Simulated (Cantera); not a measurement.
Charge: 1 mol trisilylamine, 0.77 mol N2, equilibrated at 0.00133 bar.

Equilibrium computed with Cantera from the NASA thermochemical tables; the gas is ideal and each condensed phase is pure. Candidate condensed phases: Si, Si3N4; 18 gas species. The feed counts by its element totals alone. Mutual solubility and eutectic melting of coexisting phases are not modelled. Gases not in the tables: Si2H6 and higher silanes. Equilibrium is a limit: real reactors are often held back by kinetics, nucleation or transport.

Q: Which condensed phases are stable at each of these points (T (K)): 750, 850, 950, 1050, 1150, 1250, 1350, 1450, 1550, 1650, 1750, 1850, 1950?

A: 
```
T (K)  condensed phases  Si condensed (%)
-----  ----------------  ----------------
750    Si(s) + Si3N4(s)             100.0
850    Si(s) + Si3N4(s)             100.0
950    Si(s) + Si3N4(s)             100.0
1050   Si(s) + Si3N4(s)             100.0
1150   Si(s) + Si3N4(s)             100.0
1250   Si(s) + Si3N4(s)             100.0
1350   Si(s) + Si3N4(s)             100.0
1450   Si(s) + Si3N4(s)             100.0
1550   Si(s) + Si3N4(s)             100.0
1650              Si(s)             100.0
1750              Si(l)              99.8
1850              Si(l)              99.0
1950              Si(l)              96.2
```

From 750 K to 1550 K the condensed part is Si(s) + Si3N4(s). At 1650 K the condensed part is Si(s). From 1750 K to 1950 K the condensed part is Si(l).
